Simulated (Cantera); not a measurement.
An adiabatic, constant-pressure homogeneous reactor starts with CH₃OH : O₂ : N₂ = 1 : 3.95 : 14.8 (molar parts), equivalence ratio 0.38, at 1625 K and 195 Torr.

Model: GRI-Mech 3.0 (53 species, 325 reactions), integrated in Cantera. GRI-Mech 3.0 was tuned for natural gas; its chemistry of methanol as a main component is partial and can be far from experiment.

Q: Predict: time of steepest temperature rise; temperature at 0.300 s; equilibrium temperature; x(O₂) at 0.300 s; x(N₂O) at 0.300 s; x(NO) at 0.300 s; x(H₂) at 0.300 s.

A: 
```
Quantity                                                             Value
---------------------------------  ---------------------------------------
time of steepest temperature rise                                 0.438 ms
temperature at 0.300 s                                              2343 K
equilibrium temperature                                             2342 K
x(O₂) at 0.300 s                       0.113 (gas-phase equilibrium 0.112)
x(N₂O) at 0.300 s                  3.21e-7 (gas-phase equilibrium 3.24e-7)
x(NO) at 0.300 s                     0.0115 (gas-phase equilibrium 0.0120)
x(H₂) at 0.300 s                   0.00142 (gas-phase equilibrium 0.00141)
```
